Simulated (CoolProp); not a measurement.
Vapour-liquid equilibrium of p-xylene (1) + n-undecane (2) at 4.61 kPa; x and y are mole fractions of (1).

Computed with CoolProp (multi-fluid Helmholtz-energy mixture model, Zhou 2012 and Aleksandrov 2011; pair parameters Bell 2016).

Give the bubble temperature and the first vapour's composition at x = 0.05, 0.65, 0.85. Is there an azeotrope?

x = 0.05: 94.7 °C, y = 0.279; x = 0.65: 59.8 °C, y = 0.955; x = 0.85: 54.5 °C, y = 0.986. No azeotrope shows between x = 0.05 and 0.95.

The pair parameters rest on a limited set of measurements; away from them the model extrapolates.
